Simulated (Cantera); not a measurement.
**Adiabatic ignition**

An adiabatic, constant-pressure homogeneous reactor starts with CO : H2 : O2 : N2 = 1 : 0.16 : 0.763 : 8.39 (molar parts), equivalence ratio 0.76, at 1423 K and 110000 Pa.

Detailed kinetics in Cantera: GRI-Mech 3.0 (53 species, 325 reactions).

```json
[
 {"t (s)": "8.00e-6", "T (K)": "1423", "x CO": "0.0970", "x H2": "0.0155", "x O2": "0.0740", "x H": "9.18e-8", "x NO": "<1e-12", "x OH": "4.42e-8"},
 {"t (s)": "2.83e-5", "T (K)": "1423", "x CO": "0.0970", "x H2": "0.0155", "x O2": "0.0740", "x H": "8.48e-6", "x NO": "<1e-12", "x OH": "4.06e-6"},
 {"t (s)": "0.000100", "T (K)": "1530", "x CO": "0.0749", "x H2": "0.00110", "x O2": "0.0508", "x H": "0.00755", "x NO": "4.21e-6", "x OH": "0.00185"},
 {"t (s)": "0.000355", "T (K)": "1864", "x CO": "0.0371", "x H2": "0.00137", "x O2": "0.0330", "x H": "0.00566", "x NO": "5.91e-5", "x OH": "0.00319"},
 {"t (s)": "0.00126", "T (K)": "2068", "x CO": "0.0222", "x H2": "0.000750", "x O2": "0.0278", "x H": "0.00137", "x NO": "0.000133", "x OH": "0.00275"},
 {"t (s)": "0.00445", "T (K)": "2182", "x CO": "0.0110", "x H2": "0.000337", "x O2": "0.0232", "x H": "0.000314", "x NO": "0.000296", "x OH": "0.00188"},
 {"t (s)": "0.0158", "T (K)": "2230", "x CO": "0.00557", "x H2": "0.000166", "x O2": "0.0207", "x H": "9.59e-5", "x NO": "0.000622", "x OH": "0.00131"},
 {"t (s)": "0.0558", "T (K)": "2233", "x CO": "0.00498", "x H2": "0.000148", "x O2": "0.0201", "x H": "7.93e-5", "x NO": "0.00137", "x OH": "0.00122"},
 {"t (s)": "0.198", "T (K)": "2230", "x CO": "0.00496", "x H2": "0.000148", "x O2": "0.0193", "x H": "7.78e-5", "x NO": "0.00297", "x OH": "0.00120"},
 {"t (s)": "0.700", "T (K)": "2228", "x CO": "0.00496", "x H2": "0.000148", "x O2": "0.0187", "x H": "7.67e-5", "x NO": "0.00413", "x OH": "0.00118"}
]
```
x: mole fraction; the columns are a selection and need not sum to one.

```json
{
  "time_of_steepest_temperature_rise": "73.1 µs",
  "temperature at 0.700 s": "2228 K",
  "equilibrium_temperature": "2227 K",
  "x(CO) at 0.700 s": "0.00496 (gas-phase equilibrium 0.00496)",
  "x(H2) at 0.700 s": "0.000148 (gas-phase equilibrium 0.000148)",
  "x(O2) at 0.700 s": "0.0187 (gas-phase equilibrium 0.0187)"
}
```
